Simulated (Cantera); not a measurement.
What does this Cantera script print?

```python
import numpy as np
import cantera as ct

surf = ct.Interface("ptcombust.yaml", "Pt_surf")
gas = surf.adjacent["gas"]
gas.TPX = 300, 38000, {'CH4': 0.011, 'O2': 0.093, 'N2': 0.79}
jet = ct.ImpingingJet(gas=gas, width=0.045, surface=surf)
jet.inlet.mdot, jet.inlet.T, jet.inlet.X = 0.17, 300, {'CH4': 0.011, 'O2': 0.093, 'N2': 0.79}
jet.set_refine_criteria(ratio=10, slope=0.2, curve=0.3)
show, cover = ['CH4', 'O2', 'H2O', 'OH', 'CO', 'CO2'], ["PT(S)", "H(S)", "O(S)", "OH(S)", "CO(S)", "C(S)"]

rows = []
print(f"{'Ts/K':>7s}" + "".join(f"{s:>11s}" for s in show + cover) + "   (gas at the wall, coverages)")
for i, Ts in enumerate([900, 950, 1000, 1050, 1100, 1150, 1200]):
    jet.surface.T = Ts
    if i == 0:
        surf.TP = Ts, 38000
        surf.coverages = "PT(S):0.5, O(S):0.5"
        surf.advance_coverages(1.0)
        jet.set_initial_guess(products="inlet")
    jet.solve(loglevel=0, auto=(i == 0))
    rows.append([*(jet.X[gas.species_index(s), -1] for s in show), *surf[cover].coverages])
    print(f"{Ts:7g}" + "".join(f"{x:11.3e}" for x in rows[-1]))
```

Output:

```
   Ts/K        CH4         O2        H2O         OH         CO        CO2      PT(S)       H(S)       O(S)      OH(S)      CO(S)       C(S)   (gas at the wall, coverages)
    900  7.945e-03  9.477e-02  8.128e-03  1.136e-08  2.536e-06  5.311e-03  1.409e-01  5.155e-08  8.578e-01  1.284e-03  6.500e-06  2.312e-08
    950  5.712e-03  9.004e-02  1.226e-02  3.750e-08  2.503e-06  8.021e-03  1.972e-01  1.446e-07  8.013e-01  1.471e-03  5.044e-06  2.414e-08
   1000  3.996e-03  8.642e-02  1.541e-02  1.011e-07  2.342e-06  1.009e-02  2.578e-01  3.269e-07  7.407e-01  1.509e-03  3.547e-06  2.217e-08
   1050  2.839e-03  8.400e-02  1.751e-02  2.437e-07  2.183e-06  1.148e-02  3.202e-01  6.379e-07  6.783e-01  1.451e-03  2.423e-06  1.928e-08
   1100  2.085e-03  8.243e-02  1.885e-02  5.327e-07  2.075e-06  1.236e-02  3.827e-01  1.124e-06  6.160e-01  1.346e-03  1.670e-06  1.655e-08
   1150  1.585e-03  8.145e-02  1.969e-02  1.072e-06  2.033e-06  1.290e-02  4.439e-01  1.840e-06  5.548e-01  1.222e-03  1.179e-06  1.426e-08
   1200  1.137e-03  8.076e-02  2.033e-02  2.062e-06  2.689e-06  1.318e-02  5.031e-01  2.856e-06  4.958e-01  1.098e-03  8.543e-07  1.136e-08
```

Computed with Cantera and Deutschmann's 1995 Pt surface mechanism with GRI-Mech 3.0 gas chemistry. Catalytic surfaces can have several steady states; this one follows from the mechanism file's or the stated starting coverage.
